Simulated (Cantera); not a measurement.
A Cantera script and what it prints.

```python
import numpy as np
import cantera as ct

gas_names = """
    H H2 N NH NH2 NH3 N2 N2H2 N2H4 Si SiH SiH2 SiH3 SiH4 SiN Si2 Si2N Si3
""".split()
cond_names = """
    Si(cr) Si(L) Si3N4(a)
""".split()


def load(file, names, dense=False):
    # The tables refer to 1 bar. Condensed volumes are neglected.
    table = {s.name: s for s in ct.Species.list_from_file(file)}
    out = []
    for n in names:
        d = dict(table[n].input_data)
        d["thermo"] = dict(d["thermo"], **{"reference-pressure": 1e5})
        if dense:
            d["equation-of-state"] = {"model": "constant-volume", "density": "1e6 g/cm^3"}
        out.append(ct.Species.from_dict(d))
    return out


gas = ct.Solution(thermo="ideal-gas", species=load("nasa_gas.yaml", gas_names))
cond = {s.name: ct.Solution(thermo="fixed-stoichiometry", species=[s], name=s.name)
        for s in load("nasa_condensed.yaml", cond_names, dense=True)}
atoms = {
    'trisilylamine': {'Si': 3, 'N': 1, 'H': 9},
    'NH3': {'N': 1, 'H': 3},
}
top_T = {'Si3N4(a)': 2400}  # K; cautious upper limits of use, not melting points


def equilibrate(T, P, feed):
    n = {}
    for name, mol in feed.items():
        for a, k in atoms[name].items():
            n[a] = n.get(a, 0.0) + k * mol
    gas.TPX = T, P, n
    mass = sum(n.values()) * gas.mean_molecular_weight
    gas.equilibrate("TP")
    valid = [c for c in cond.values() if c.min_temp <= T <= top_T.get(c.name, c.max_temp)]
    mix = ct.Mixture([(gas, mass / gas.mean_molecular_weight)] + [(c, 0.0) for c in valid])
    mix.T, mix.P = T, P
    mix.equilibrate("TP", solver="vcs", rtol=1e-11, max_steps=5000)
    return mix


results = []
feed = {'trisilylamine': 1, 'NH3': 0.47}  # mol
T = 1473.15  # K
P = 5.3  # Pa
mix = equilibrate(T, P, feed)
results.append((T, P, feed, dict(zip(mix.species_names, mix.species_moles))))
x = sorted(zip(gas.X, gas.species_names), reverse=True)
print(f"T = {T:g} K  P = {P:g} Pa  gas = {mix.phase_moles(0):.4g} mol")
print("   x: " + "  ".join(f"{s} {v:.3e}" for v, s in x if v > 1e-06))
print("   condensed (mol): " + ("  ".join(f"{mix.phase(i).name} {mix.phase_moles(i):.4g}"
      for i in range(1, mix.n_phases) if mix.phase_moles(i) > 1e-12) or "none"))
```

It prints:

```
T = 1473.15 K  P = 5.3 Pa  gas = 5.945 mol
   x: H2 8.746e-01  N2 1.236e-01  H 1.628e-03  Si 1.037e-04  SiH 2.536e-06
   condensed (mol): Si(cr) 2.999
```

Method: chemical equilibrium by Gibbs-energy minimisation in Cantera with the NASA 1993 tables (ideal gas, pure condensed phases). The feed counts by its element totals alone.
